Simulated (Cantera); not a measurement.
Input: 1 mol MgSO4, 0.11 mol H2, held at 1.00 bar.

Method: chemical equilibrium by Gibbs-energy minimisation in Cantera with the NASA 1993 tables (ideal gas, pure condensed phases). Candidate condensed phases: H2O, H2SO4, Mg, MgO, Mg(OH)2, MgS, MgSO4, S; 26 gas species. The numbers say what is thermodynamically allowed, not how fast it happens.

**Question.** At 1998 K, list the 6 most abundant gas species with their mole fractions, and the condensed phases.

**Answer.** SO2 0.641, O2 0.285, H2O 0.0698, SO3 0.00193, OH 0.00183, O 0.000352. Condensed: MgO(s).
